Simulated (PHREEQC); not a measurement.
Dissolve 0.015 mol/kgw TMAH, 0.00017 mol/kgw K2SiO3 and 0.0021 mol/kgw Na2CO3 at 35 °C. Closed to the air; pH follows from the charge balance.

Equilibrium calculation in PHREEQC: ion-association model, phreeqc.dat.

Problem. The ionic strength comes out as 0.0214 mol/kgw. What activity coefficients do OH-, HCO3-, H2SiO4-2, CO3-2, H3SiO4- get?

Solution. OH- 0.86, HCO3- 0.87, H2SiO4-2 0.57, CO3-2 0.57, H3SiO4- 0.86.

Precipitation was switched off in this run. Complexes and solids missing from the database can't appear. (CH3)4N+ isn't in the database: it is added as a free cation with an ion size of 4 Å.
